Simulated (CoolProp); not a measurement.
Dodecamethylcyclohexasiloxane (D6) along the isotherm 620 K: Z from the reference equation and from simpler models built on Tc = 645.8 K, pc = 961.4 kPa, ω = 0.736; each cubic takes its own stable root.

Values from CoolProp's reference Helmholtz-energy equation of state, Colonna 2008. It is a short technical equation, of lower accuracy than the large ones.

```
p (kPa)  phase  reference
-------  -----  ---------
37         gas     0.9813
74         gas     0.9624
111        gas     0.9431
148        gas     0.9236
185        gas     0.9037
222        gas     0.8833
259        gas     0.8626
296        gas     0.8413
333        gas     0.8195
370        gas     0.7970
407        gas     0.7738
444        gas     0.7496
481        gas     0.7243
```

Q: How far does each simpler model (van der Waals, Redlich-Kwong, Peng-Robinson) lie from the reference over these 13 states: mean and median of the absolute difference, and the worst?

A: 
- van der Waals: mean 5.2 %, median 4.8 %, worst +10.9 % at 620 K and 481 kPa
- Redlich-Kwong: mean 3.2 %, median 3.0 %, worst +6.7 % at 620 K and 481 kPa
- Peng-Robinson: mean 1.0 %, median 1.0 %, worst +1.8 % at 620 K and 481 kPa
